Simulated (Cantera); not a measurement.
A freely propagating, adiabatic, planar premixed flame of CH3OH : O2 : N2 : H2O = 1 : 1.07 : 4.03 : 1.5 (molar parts), equivalence ratio 1.4, unburnt at 575 K and 135 Torr; mixture-averaged transport, grid criteria slope 0.08 and curve 0.16, no radiation.

Computed with Cantera and GRI-Mech 3.0 (53 species, 325 reactions). GRI-Mech 3.0 was tuned for natural gas; its chemistry of methanol as a main component is partial and can be far from experiment. Burning velocities carry a grid error of a few per cent, more on coarse grids.

Q: Predict: laminar burning velocity; thermal thickness; peak x(C2H2).

A: 
| Item | Result |
|---|---|
| laminar burning velocity | 125 cm/s |
| thermal thickness | 1.40 mm |
| peak x(C2H2) | 3.73e-6 |
